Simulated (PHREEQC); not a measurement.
# Reverse-osmosis permeate (model solution)

Model water analysis in mg/L, 20 °C, pH 6.04, pe 12:

```tsv
constituent	mg/L
Na	1.86
K	0.37
Ca	0.279
Mg	0.159
Cl	2.41
S(6) as SO4	1.32
Alkalinity as HCO3	1.19
Pb	0.0133
F	0.00548
Ni	0.00764
```

Valence states are taken as typed.

Equilibrium calculation in PHREEQC: ion-association model, wateq4f.dat.

Each row changes one thing in this solution. Precipitation was switched off in this run.

| case | CO2 (mol/kgw) | HCO3- (mol/kgw) | Pb+2 (mol/kgw) | MgSO4 (mol/kgw) | CaSO4 (mol/kgw) | NaSO4- (mol/kgw) | SI of Cerrusite (PbCO3) | SI of Pb(OH)2 (Pb(OH)2) |
|---|---|---|---|---|---|---|---|---|
| as made | 4.42e-5 | 2.04e-5 | 6.05e-8 | 1.65e-8 | 1.62e-8 | 5.09e-9 | -3.08 | -3.49 |
| all concentrations times 3 at the same typed pH | 0.000127 | 5.94e-5 | 1.70e-7 | 1.36e-7 | 1.34e-7 | 4.38e-8 | -2.19 | ? |
| temperature from 20 to 5 °C at the same typed pH | 6.03e-5 | 2.04e-5 | 6.09e-8 | 1.08e-8 | 1.40e-8 | 4.60e-9 | -3.06 | -4.05 |
| Cl from 2.41 to 1.21 mg/L | 4.43e-5 | 2.04e-5 | ? | 1.66e-8 | 1.63e-8 | 5.11e-9 | -3.08 | -3.49 |
| Pb from 0.0133 to 0.00665 mg/L | 4.42e-5 | 2.04e-5 | 3.03e-8 | 1.65e-8 | 1.62e-8 | 5.09e-9 | ? | ? |

Problem. Some entries are withheld; supply them.

Solution. 
- all concentrations times 3 at the same typed pH, SI of Pb(OH)2 (Pb(OH)2): -3.05
- Cl from 2.41 to 1.21 mg/L, Pb+2 (mol/kgw): 6.06e-8
- Pb from 0.0133 to 0.00665 mg/L, SI of Cerrusite (PbCO3): -3.38
- Pb from 0.0133 to 0.00665 mg/L, SI of Pb(OH)2 (Pb(OH)2): -3.79

Complexes and solids missing from the database can't appear. At this temperature some constants are extrapolated from 25 °C, and those without enthalpy data are left unchanged.
